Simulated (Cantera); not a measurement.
An adiabatic, constant-pressure homogeneous reactor starts with CH4 : C2H6 : C3H8 : O2 : N2 = 1 : 0.14 : 0.41 : 6.68 : 58.8 (molar parts), equivalence ratio 0.68, at 1575 K and 1.09 atm.

Computed with Cantera and GRI-Mech 3.0 (53 species, 325 reactions). GRI-Mech 3.0 was tuned for natural gas; its chemistry of propane as a main component is partial and can be far from experiment.

x: mole fraction; the columns are a selection and need not sum to one.

```
t (s)     T (K)     x CH4   x C2H6      x C3H8      x H2     x CO2     x N2O     x CH2
--------  -----  --------  -------  ----------  --------  --------  --------  --------
6.00e-6    1572    0.0148  0.00203  (withheld)  0.000125   1.01e-6  1.50e-10   1.71e-7
1.55e-5    1569    0.0146  0.00193  (withheld)  0.000543   1.53e-5  7.27e-10   8.64e-7
3.99e-5    1579    0.0132  0.00171  (withheld)   0.00283  0.000156   3.22e-9   3.22e-6
0.000103   1933  1.61e-12   <1e-12      <1e-12   0.00460    0.0135   2.22e-7  1.50e-12
0.000265   2081    <1e-12   <1e-12      <1e-12   0.00385    0.0261   2.51e-7    <1e-12
0.000682   2191    <1e-12   <1e-12      <1e-12   0.00193    0.0308   3.39e-7    <1e-12
0.00176    2250    <1e-12   <1e-12      <1e-12  0.000832    0.0342   3.72e-7    <1e-12
0.00453    2266    <1e-12   <1e-12      <1e-12  0.000544    0.0353   3.36e-7    <1e-12
0.0117     2266    <1e-12   <1e-12      <1e-12  0.000532    0.0353   3.34e-7    <1e-12
0.0301     2264    <1e-12   <1e-12      <1e-12  0.000531    0.0353   3.33e-7    <1e-12
0.0776     2261    <1e-12   <1e-12      <1e-12  0.000528    0.0353   3.34e-7    <1e-12
0.200      2257    <1e-12   <1e-12      <1e-12  0.000524    0.0353   3.38e-7    <1e-12
```

### Question
Fill in the missing entries.

### Answer

- 6.00e-6, x C3H8: 0.00573
- 1.55e-5, x C3H8: 0.00492
- 3.99e-5, x C3H8: 0.00244
